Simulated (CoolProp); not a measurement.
Saturated liquid density (kg/m³) of R245ca: the reference equation beside estimates from Tc = 174.4 °C, pc = 3941 kPa, ω = 0.355. Rackett uses Z = 0.29056 − 0.08775 ω.

The numbers come from the reference Helmholtz-energy equation of state, Zhou 2016 in CoolProp.

```json
[
 {"T (°C)": "-32.45", "reference": "1524", "Rackett": "1615", "van der Waals": "910.5", "Redlich-Kwong": "1348", "Peng-Robinson": "1574"},
 {"T (°C)": "-18.35", "reference": "1491", "Rackett": "1580", "van der Waals": "892.9", "Redlich-Kwong": "1319", "Peng-Robinson": "1547"},
 {"T (°C)": "-4.25", "reference": "1458", "Rackett": "1545", "van der Waals": "874.5", "Redlich-Kwong": "1287", "Peng-Robinson": "1517"},
 {"T (°C)": "9.85", "reference": "1425", "Rackett": "1508", "van der Waals": "855.3", "Redlich-Kwong": "1254", "Peng-Robinson": "1485"},
 {"T (°C)": "23.95", "reference": "1390", "Rackett": "1470", "van der Waals": "835.0", "Redlich-Kwong": "1218", "Peng-Robinson": "1451"},
 {"T (°C)": "38.05", "reference": "1354", "Rackett": "1430", "van der Waals": "813.5", "Redlich-Kwong": "1181", "Peng-Robinson": "1412"},
 {"T (°C)": "52.15", "reference": "1316", "Rackett": "1388", "van der Waals": "790.8", "Redlich-Kwong": "1140", "Peng-Robinson": "1370"},
 {"T (°C)": "66.25", "reference": "1277", "Rackett": "1345", "van der Waals": "766.5", "Redlich-Kwong": "1097", "Peng-Robinson": "1324"},
 {"T (°C)": "80.35", "reference": "1235", "Rackett": "1298", "van der Waals": "740.5", "Redlich-Kwong": "1050", "Peng-Robinson": "1272"},
 {"T (°C)": "94.35", "reference": "1190", "Rackett": "1249", "van der Waals": "712.4", "Redlich-Kwong": "999.2", "Peng-Robinson": "1214"},
 {"T (°C)": "108.45", "reference": "1141", "Rackett": "1194", "van der Waals": "681.4", "Redlich-Kwong": "943.3", "Peng-Robinson": "1148"},
 {"T (°C)": "122.55", "reference": "1086", "Rackett": "1134", "van der Waals": "646.7", "Redlich-Kwong": "881.0", "Peng-Robinson": "1072"}
]
```

Absolute difference from the reference over all 12 rows, mean and median: Rackett 5.4 and 5.5 %, van der Waals 40.1 and 40.0 %, Redlich-Kwong 13.9 and 13.1 %, Peng-Robinson 3.2 and 3.7 %.
